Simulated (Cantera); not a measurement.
A closed system holds: 1 mol SiF4, 0.17 mol NO, 4.8 mol N2, 0.13 mol N2O, at 450 °C and 0.000190 bar.

Method: chemical equilibrium by Gibbs-energy minimisation in Cantera with the NASA 1993 tables (ideal gas, pure condensed phases). Candidate condensed phases: Si, SiO2, Si2N2O, Si3N4; 28 gas species. Equilibrium is a limit: real reactors are often held back by kinetics, nucleation or transport.

Base state: N2 0.813, SiF4 0.162, O2 0.0243 (mole fractions); condensed: gas only.

Problem. What changes in the equilibrium state with this change: temperature from 450 °C to 1702 °C?

Solution. 
| species | before | after |
|---|---|---|
| N2 | 0.813 | 0.806 |
| SiF4 | 0.162 | 0.157 |
| O2 | 0.0243 | 0.0199 |
| O | <1e-9 | 0.00564 |
| F | <1e-9 | 0.00541 |
| SiF3 | <1e-9 | 0.00298 |
| SiO | <1e-9 | 0.000584 |
| SiF2 | <1e-9 | 1.70e-5 |
| SiO2 | <1e-9 | 1.62e-5 |
| NO | 1.60e-7 | 0.00222 |
The tables' values for SiF3, SiF2, SiO2 are old estimates; treat these amounts as uncertain.
